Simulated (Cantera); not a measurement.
**Equilibrium for silicon epitaxy and polysilicon growth: SiHCl3 + HCl + N2**

Charge: 1 mol SiHCl3, 1.1 mol HCl, 220 mol N2, held at 1.00 Torr.

These are equilibrium values from Cantera (NASA tables, ideal gas, pure condensed phases), not measurements of a reactor. Candidate condensed phases: NH4Cl, Si, Si3N4; 28 gas species. N2 is the only nitrogen source here; it is nearly inert below about 1500 K, so the nitride shown seldom forms there in practice. The tables' values for SiCl3 are old estimates; treat these amounts as uncertain. Equilibrium is a limit: real reactors are often held back by kinetics, nucleation or transport.

| T (K) | x N2 | x HCl | x SiCl2 | x SiCl4 | x Cl | x SiCl3 | n Si3N4(s) |
|---|---|---|---|---|---|---|---|
| 1075 | 0.988 | 0.00892 | 2.55e-5 | 0.00232 | 2.00e-7 | 6.12e-5 | 0.155 |
| 1150 | 0.988 | 0.00895 | 0.000190 | 0.00213 | 1.03e-6 | 0.000192 | 0.147 |
| 1225 | 0.988 | 0.00892 | 0.000973 | 0.00156 | 4.09e-6 | 0.000438 | 0.113 |
| 1300 | 0.987 | 0.00869 | 0.00289 | 0.000581 | 1.16e-5 | 0.000532 | 0.0362 |
| 1375 | 0.986 | 0.00865 | 0.00393 | 0.000172 | 3.45e-5 | 0.000383 | 0 |
| 1450 | 0.986 | 0.00887 | 0.00413 | 7.13e-5 | 0.000114 | 0.000284 | 0 |
| 1525 | 0.986 | 0.00889 | 0.00427 | 2.37e-5 | 0.000289 | 0.000185 | 0 |
| 1600 | 0.986 | 0.00873 | 0.00437 | 6.21e-6 | 0.000568 | 0.000105 | 0 |
x: gas mole fraction; n: condensed amount in mol.

From 1075 K to 1300 K the condensed part is Si3N4(s). From 1375 K to 1600 K nothing is condensed. The main Si-bearing gas is SiCl4 at 1075 K and SiCl2 at 1600 K.
